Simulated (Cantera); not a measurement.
A perfectly stirred reactor is fed with NO : N2 = 1 : 4.1 (molar parts), at 0.671 atm; it is held at 2125 K, and followed from long to short residence time.

Model: GRI-Mech 3.0 (53 species, 325 reactions), integrated in Cantera.

x: mole fraction; the columns are a selection and need not sum to one.

```json
[
 {"τ (s)": "8.6", "x NO": "0.0188", "x N2O": "4.95e-7", "x N2": "0.892", "x O2": "0.0883", "x O": "0.000600", "x NO2": "1.42e-5"},
 {"τ (s)": "2.9", "x NO": "0.0353", "x N2O": "8.84e-7", "x N2": "0.884", "x O2": "0.0801", "x O": "0.000573", "x NO2": "2.55e-5"},
 {"τ (s)": "0.96", "x NO": "0.0706", "x N2O": "2.58e-6", "x N2": "0.866", "x O2": "0.0624", "x O": "0.000510", "x NO2": "4.52e-5"},
 {"τ (s)": "0.32", "x NO": "0.124", "x N2O": "7.49e-6", "x N2": "0.840", "x O2": "0.0357", "x O": "0.000397", "x NO2": "6.12e-5"},
 {"τ (s)": "0.11", "x NO": "(withheld)", "x N2O": "(withheld)", "x N2": "0.818", "x O2": "(withheld)", "x O": "(withheld)", "x NO2": "(withheld)"},
 {"τ (s)": "0.036", "x NO": "0.187", "x N2O": "1.73e-5", "x N2": "0.808", "x O2": "(withheld)", "x O": "(withheld)", "x NO2": "(withheld)"},
 {"τ (s)": "0.012", "x NO": "0.193", "x N2O": "1.84e-5", "x N2": "0.805", "x O2": "0.00134", "x O": "0.000148", "x NO2": "3.38e-5"},
 {"τ (s)": "0.0040", "x NO": "0.195", "x N2O": "1.81e-5", "x N2": "0.804", "x O2": "0.000367", "x O": "0.000122", "x NO2": "2.78e-5"}
]
```

Problem. What belongs in the gaps?

Solution. 
- 0.11, x NO: 0.167
- 0.11, x N2O: 1.37e-5
- 0.11, x O2: 0.0143
- 0.11, x O: 0.000273
- 0.11, x NO2: 5.57e-5
- 0.036, x O2: 0.00445
- 0.036, x O: 0.000188
- 0.036, x NO2: 4.21e-5
